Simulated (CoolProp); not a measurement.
Vapour-liquid equilibrium of propane (1) + c-C4F8 (RC318) (2) at -7.85 °C; x and y are mole fractions of (1).

Model: multi-fluid Helmholtz-energy mixture model, Lemmon 2009 and Platzer 1990; pair parameters Bell 2016, in CoolProp. This equation is an older, rougher fit; its heat capacities, sound speeds and derivatives of the liquid may be far off and weren't checked against measurements.

```tsv
x	bubble pressure, mixture model (MPa)	bubble pressure, Raoult's law (MPa)	y, mixture model	y, Raoult's law
0.05	0.1399	0.1075	0.349	0.172
0.125	0.1987	0.1283	0.564	0.361
0.2	0.2444	0.1491	0.663	0.497
0.275	0.2783	0.1698	0.718	0.600
0.35	0.3025	0.1906	0.753	0.680
0.425	0.3198	0.2113	0.776	0.745
0.5	0.3322	0.2321	0.794	0.798
0.575	0.3418	0.2529	0.809	0.843
0.65	0.3499	0.2736	0.825	0.880
0.725	0.3572	0.2944	0.843	0.912
0.8	0.3640	0.3151	0.866	0.941
0.875	0.3695	0.3359	0.899	0.965
0.95	0.3721	0.3567	0.950	0.987
```

The largest gap from Raoult's law is +63.9 % in bubble pressure, at x = 0.2. No azeotrope shows between x = 0.05 and 0.95.

The pair parameters rest on a limited set of measurements; away from them the model extrapolates. With so large a gap from Raoult's law the liquid may split in two, which this calculation doesn't test in full.
